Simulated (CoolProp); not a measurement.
Vapour-liquid equilibrium of R152A (1) + isobutene (2) at 248.3 K; x and y are mole fractions of (1).

Model: multi-fluid Helmholtz-energy mixture model, Outcalt 1996 and Lemmon 2005; pair parameters Bell 2016, in CoolProp.

Q: Give the bubble pressure and the first vapour's composition at x = 0.05, 0.15, 0.35. Is there an azeotrope?

A: x = 0.05: 0.05906 MPa, y = 0.228; x = 0.15: 0.07515 MPa, y = 0.440; x = 0.35: 0.09151 MPa, y = 0.603. y crosses x between x = 0.75 and 0.85: the model has an azeotrope there.

Pair parameters are fitted to limited data, so mixtures are less certain than the pure fluids.
